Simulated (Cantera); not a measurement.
Input: 1 mol AlBr3, 3.8 mol N2, 17 mol H2, 25 mol N2O, at 13300 Pa.

Method: chemical equilibrium by Gibbs-energy minimisation in Cantera with the NASA 1993 tables (ideal gas, pure condensed phases). Candidate condensed phases: Al, AlBr3, AlN, Al2O3, Br2, H2O; 41 gas species. Gases not in the tables: Al(OH)3. Equilibrium is a limit: real reactors are often held back by kinetics, nucleation or transport. All values below are at 1698 K.

Base state: N2 0.555, H2O 0.319, O2 0.0659, Br 0.0408, HBr 0.0163, NO 0.00135, OH 0.000794, Br2 0.000384 (mole fractions); condensed: Al2O3(s).

### Question
What changes in the equilibrium state with this change: AlBr3 replaced by AlCl3?

### Answer
```
species          before    after
-------------  --------  -------
N2                0.555    0.560
H2O               0.319    0.303
O2               0.0659   0.0764
HCl                   0   0.0561
Br               0.0408        0
HBr              0.0163        0
Cl                    0  0.00225
Br2            0.000384        0
Cl2                   0  1.87e-5
Al2O3(s), mol     0.500    0.500
```
Further candidate phases: AlCl3, NH4Cl.
